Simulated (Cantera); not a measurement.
Charge: 1 mol FeS, 2.6 mol H2, 9.9 mol N2, held at 1673 K and 100 Torr.

These are equilibrium values from Cantera (NASA tables, ideal gas, pure condensed phases), not measurements of a reactor. Candidate condensed phases: Fe, FeS, FeS2, S; 16 gas species. Metal and sulfide melt together well below either melting point, which pure phases cannot show. Mutual solubility and eutectic melting of coexisting phases are not modelled. FeS: taken at fixed stoichiometry. Equilibrium is a limit: real reactors are often held back by kinetics, nucleation or transport.

Base state: N2 0.791, H2 0.204, H2S 0.00393, S2 0.000955, SH 0.000418, H 0.000141, Fe 3.01e-5, S 2.09e-5 (mole fractions); condensed: Fe(δ) + FeS(l).

**Question.** What changes in the equilibrium state with this change: FeS replaced by PbS?

**Answer.** 
```
species        before    after
-----------  --------  -------
N2              0.791    0.728
H2              0.204    0.182
PbS                 0   0.0513
Pb                  0   0.0222
Fe            3.01e-5        0
S2           0.000955  0.00613
S             2.09e-5  5.29e-5
SH           0.000418  0.00100
H2S           0.00393  0.00891
Fe(δ), mol     0.0783        0
FeS(l), mol     0.921        0
```
Further candidate phases: Pb, PbS.
